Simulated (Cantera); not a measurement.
An adiabatic, constant-pressure homogeneous reactor starts with CH4 : C2H6 : O2 : N2 = 1 : 0.078 : 3.73 : 14 (molar parts), equivalence ratio 0.61, at 1750 K and 1.01 bar.

Detailed kinetics in Cantera: GRI-Mech 3.0 (53 species, 325 reactions).

One state of this run: T (K) = 2666; x CH4 = <1e-12; x C2H6 = <1e-12; x O2 = 0.0737; x HO2 = 9.81e-6; x C2H2 = <1e-12; x NO = 0.00708; x HCN = 4.72e-11. x: mole fraction; the columns are a selection and need not sum to one.

### Question
Which value of t (s) does it belong to?
A. 9.00e-6
B. 0.000130
C. 0.0270
D. 0.00187

### Answer
D, 0.00187
